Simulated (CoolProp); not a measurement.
c-C4F8 (RC318) at 298.15 K and 0.0482 MPa is throttled through a valve to 0.0115 MPa with no heat exchange. Each further row changes one setting.

Computed with CoolProp (reference Helmholtz-energy equation of state, Platzer 1990). This equation is an older, rougher fit.

```csv
case,temperature change (K),final density (kg/m³)
as stated,-0.6,[?]
outlet pressure 0.00345 MPa,[?],[?]
outlet pressure 0.0149 MPa,[?],[?]
```

Task: Complete the blanks.

Result: 
- as stated, final density (kg/m³): 0.933
- outlet pressure 0.00345 MPa, temperature change (K): -0.7
- outlet pressure 0.00345 MPa, final density (kg/m³): 0.279
- outlet pressure 0.0149 MPa, temperature change (K): -0.5
- outlet pressure 0.0149 MPa, final density (kg/m³): 1.21
